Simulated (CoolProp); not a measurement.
2000 sccm (0 °C, 1 atm) of nitrogen bubbles through liquid hexamethyldisiloxane (MM) at 278.1 K and leaves saturated at a total pressure of 0.0276 MPa (ideal gas phase). Each further row changes one setting.

Computed with CoolProp (reference Helmholtz-energy equation of state, Thol 2016).

```json
[
 {"case": "as stated", "vapour pressure (kPa)": "1.84", "mole fraction of vapour": "0.0666", "delivery (mg/min)": "1030", "delivery (sccm)": "143", "change of delivery for a bath 1 K warmer (%)": "6.7"},
 {"case": "bath temperature 283.1 K", "vapour pressure (kPa)": "2.47", "mole fraction of vapour": "0.0895", "delivery (mg/min)": "1420", "delivery (sccm)": "197", "change of delivery for a bath 1 K warmer (%)": "6.5"},
 {"case": "total pressure 0.0552 MPa", "vapour pressure (kPa)": "1.84", "mole fraction of vapour": "0.0333", "delivery (mg/min)": "499", "delivery (sccm)": "68.9", "change of delivery for a bath 1 K warmer (%)": "6.4"}
]
```
